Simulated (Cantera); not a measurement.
**Equilibrium for aluminium and copper etching: Cu + HF + N₂**

Feed: 1 mol Cu, 3.7 mol HF, 5.4 mol N₂, held at 1.80 Pa.

Equilibrium computed with Cantera from the NASA thermochemical tables; the gas is ideal and each condensed phase is pure. Candidate condensed phases: Cu, CuF₂; 25 gas species. Kinetics and transport are ignored.

```json
[
 {"T (K)": "700", "x N₂": "0.593", "x HF": "0.407", "x Cu": "<1e-12", "x CuF": "2.48e-9", "x H₂": "1.24e-9", "x H": "<1e-12", "n Cu(s)": "1.00", "n Cu(l)": "0"},
 {"T (K)": "800", "x N₂": "0.593", "x HF": "0.407", "x Cu": "3.74e-11", "x CuF": "9.93e-8", "x H₂": "4.97e-8", "x H": "<1e-12", "n Cu(s)": "1.000", "n Cu(l)": "0"},
 {"T (K)": "900", "x N₂": "0.593", "x HF": "0.407", "x Cu": "1.00e-8", "x CuF": "1.74e-6", "x H₂": "8.71e-7", "x H": "2.57e-11", "n Cu(s)": "1.000", "n Cu(l)": "0"},
 {"T (K)": "1000", "x N₂": "0.593", "x HF": "0.407", "x Cu": "8.67e-7", "x CuF": "1.71e-5", "x H₂": "8.57e-6", "x H": "1.57e-9", "n Cu(s)": "1.000", "n Cu(l)": "0"},
 {"T (K)": "1100", "x N₂": "0.593", "x HF": "0.406", "x Cu": "3.31e-5", "x CuF": "0.000111", "x H₂": "5.54e-5", "x H": "4.54e-8", "n Cu(s)": "0.999", "n Cu(l)": "0"},
 {"T (K)": "1200", "x N₂": "0.593", "x HF": "0.406", "x Cu": "0.000682", "x CuF": "0.000522", "x H₂": "0.000261", "x H": "7.51e-7", "n Cu(s)": "0.989", "n Cu(l)": "0"},
 {"T (K)": "1300", "x N₂": "0.588", "x HF": "0.401", "x Cu": "0.00876", "x CuF": "0.00192", "x H₂": "0.000955", "x H": "8.06e-6", "n Cu(s)": "0.902", "n Cu(l)": "0"},
 {"T (K)": "1400", "x N₂": "0.547", "x HF": "0.370", "x Cu": "0.0749", "x CuF": "0.00543", "x H₂": "0.00269", "x H": "5.94e-5", "n Cu(s)": "0", "n Cu(l)": "0.207"},
 {"T (K)": "1500", "x N₂": "0.536", "x HF": "0.362", "x Cu": "0.0945", "x CuF": "0.00473", "x H₂": "0.00226", "x H": "0.000197", "n Cu(s)": "0", "n Cu(l)": "0"}
]
```
x: gas mole fraction; n: condensed amount in mol.

From 700 K to 1300 K the condensed part is Cu(s). At 1400 K the condensed part is Cu(l). At 1500 K nothing is condensed.
